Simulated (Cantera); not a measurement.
**Ignition delay**

Mixture: 3.64 % CH4, 0.546 % C2H6, 12.4 % O2, 83.4 % N2, equivalence ratio 0.74, at 0.880 bar, adiabatic and at constant pressure. Ignition delay is the time to a rise of 400 K.

Detailed kinetics in Cantera: GRI-Mech 3.0 (53 species, 325 reactions).

| T0 (K) | delay (ms) |
|---|---|
| 1100 | 20.3 |
| 1150 | 9.61 |
| 1200 | 5.12 |
| 1250 | 2.96 |
| 1300 | 1.80 |
| 1350 | 1.12 |
| 1400 | 0.715 |
| 1450 | 0.464 |
| 1500 | 0.307 |

| Item | Value |
|---|---|
| apparent activation energy between 1400 and 1500 K | 150 kJ/mol |
